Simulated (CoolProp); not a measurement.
Vapour pressure (kPa) of n-perfluorobutane: the reference equation beside estimates from Tc = 113.2 °C, pc = 2322 kPa, ω = 0.372.

Values from CoolProp's reference Helmholtz-energy equation of state, Gao 2022.

```tsv
T (°C)	reference	van der Waals	Redlich-Kwong
-2.85	98.02	464.4	202.3
8.05	149.3	___	___
18.95	219.1	682.1	___
29.75	310.4	810.6	494.1
40.65	429.0	954.9	635.8
51.55	578.8	1114	803.2
62.45	764.9	1289	___
73.35	992.7	1481	1223
```

Question: Some entries are withheld; supply them.

Answer: 
- 8.05, van der Waals: 566.5
- 8.05, Redlich-Kwong: 280.0
- 18.95, Redlich-Kwong: 376.9
- 62.45, Redlich-Kwong: 998.2

Absolute difference from the reference over all 8 rows, mean and median: van der Waals 169.8 and 141.9 %, Redlich-Kwong 58.2 and 53.7 %.
